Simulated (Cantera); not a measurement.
Input: 1 mol LiCl, 24 mol H2, at 1673 K and 1.33 mbar.

Cantera equilibrium calculation (NASA polynomials, part measured and part estimated; ideal gas, pure solids and liquids). Candidate condensed phases: Li, LiCl, LiH; 11 gas species. The numbers say what is thermodynamically allowed, not how fast it happens.

Base state: H2 0.956, LiCl 0.0385, H 0.00305, Li 0.00141, HCl 0.00141 (mole fractions); condensed: gas only.

What changes in the equilibrium state with this change: 0.39 mol Cl2 added?


```csv
species,before,after
H2,0.956,0.927
LiCl,0.0385,0.0393
HCl,0.00141,0.0307
Li,0.00141,6.49e-5
Cl,3.51e-6,7.76e-5
H,0.00305,0.00300
```
